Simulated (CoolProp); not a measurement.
Aqueous potassium carbonate as a coolant, at -4 °C, 1 atm.

Computed with CoolProp (Melinder's fits for secondary coolants).

| mass % | freezing point (°C) | cp (kJ/(kg K)) | Prandtl number | viscosity (mPa s) | density (kg/m³) |
|---|---|---|---|---|---|
| 16.3 | -6.6 | 3.410 | 17.7 | 2.82 | 1160 |
| 20.1 | … | … | 19.1 | 3.16 | … |
| 23.9 | -11.8 | 3.127 | 21.1 | 3.62 | 1241 |
| 27.7 | -15.7 | 2.994 | 24.1 | 4.28 | 1283 |
| 31.5 | -20.8 | … | 28.4 | 5.22 | 1326 |
| 35.3 | -27.3 | 2.773 | 34.8 | 6.57 | 1371 |
| 39.2 | -35.6 | 2.687 | 44.5 | 8.58 | 1417 |

Fill in the missing entries.


- 20.1, freezing point (°C): -8.9
- 20.1, cp (kJ/(kg K)): 3.268
- 20.1, density (kg/m³): 1200
- 31.5, cp (kJ/(kg K)): 2.875
